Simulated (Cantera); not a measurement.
A freely propagating, adiabatic, planar premixed flame of 13.6 % CH4, 18.1 % O2, 68.3 % N2, equivalence ratio 1.5, unburnt at 550 K and 9.87 atm; multicomponent transport, grid criteria slope 0.08 and curve 0.16, no radiation.

Detailed kinetics in Cantera: GRI-Mech 3.0 (53 species, 325 reactions). Burning velocities carry a grid error of a few per cent, more on coarse grids.

Task: Predict: laminar burning velocity; thermal thickness; peak x(C2H2); peak x(CH2CO); peak x(C2H4); peak x(CH2).

Result: 
```json
{
 "laminar_burning_velocity": "19.6 cm/s",
 "thermal_thickness": "0.150 mm",
 "peak x(C2H2)": "0.00463",
 "peak x(CH2CO)": "0.000620",
 "peak x(C2H4)": "0.00239",
 "peak x(CH2)": "1.13e-5"
}
```
